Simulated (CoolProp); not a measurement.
The numbers come from the reference Helmholtz-energy equation of state, Thol 2012 in CoolProp.

Task: Give the vapour pressure (bar), vapour Z, vapour viscosity (µPa s) of saturated benzene at 402.5, 418.3, 449.8 K.

Result: 
```json
[
 {"T (K)": "402.5", "p (bar)": "3.73", "vapour Z": "0.915", "vapour viscosity (µPa s)": "10.0"},
 {"T (K)": "418.3", "p (bar)": "5.27", "vapour Z": "0.892", "vapour viscosity (µPa s)": "10.4"},
 {"T (K)": "449.8", "p (bar)": "9.68", "vapour Z": "0.835", "vapour viscosity (µPa s)": "11.1"}
]
```

Viscosity comes from a separate model (Avgeri 2014).
